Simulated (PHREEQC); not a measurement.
Dissolve 0.01 mol H3BO3 per kg of water at 20 °C and 10 atm. Closed to the air; pH follows from the charge balance.

Computed with PHREEQC (ion-association model, phreeqc.dat).

```
Quantity                 Result
--------------  ---------------
pH                         5.64
ionic strength  2.31e-6 mol/kgw
```

```
species  molality  activity   log γ
-------  --------  --------  ------
H3BO3     0.01000   0.01000   0.000
H+        2.31e-6   2.31e-6  -0.001
H2BO3-    2.31e-6   2.30e-6  -0.001
OH-       3.00e-9   2.99e-9  -0.001
```

This is a speciation only: nothing precipitates in the calculation.
